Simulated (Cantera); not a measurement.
A freely propagating, adiabatic, planar premixed flame of 11.5 % CH₄, 1.50 % H₂, 18.3 % O₂, 68.7 % N₂, unburnt at 350 K and 4280 Torr; mixture-averaged transport, grid criteria slope 0.08 and curve 0.16, no radiation.

Computed with Cantera and GRI-Mech 3.0 (53 species, 325 reactions). Burning velocities carry a grid error of a few per cent, more on coarse grids.

Task: Predict: laminar burning velocity; thermal thickness; peak x(CO); peak x(CH₂O); peak x(OH).

Result: 
- laminar burning velocity = 13.6 cm/s
- thermal thickness = 0.224 mm
- peak x(CO) = 0.0617
- peak x(CH₂O) = 0.00128
- peak x(OH) = 0.000532
